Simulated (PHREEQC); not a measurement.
Dissolve 0.001 mol NiSO4, 0.057 mol H3BO3 and 0.0003 mol NiCl2 per kg of water at 50 °C. Closed to the air; pH follows from the charge balance.

All values are PHREEQC results (ion-association model, wateq4f.dat), not measurements.

Precipitation was switched off in this run.

Problem. What pH, ionic strength does the model give?

Solution. pH 5.17; ionic strength 0.00437 mol/kgw.

Problem. In which forms is S present?

Solution. SO4-2 87 %, NiSO4 13 % of the S.

At this temperature some constants are extrapolated from 25 °C, and those without enthalpy data are left unchanged.
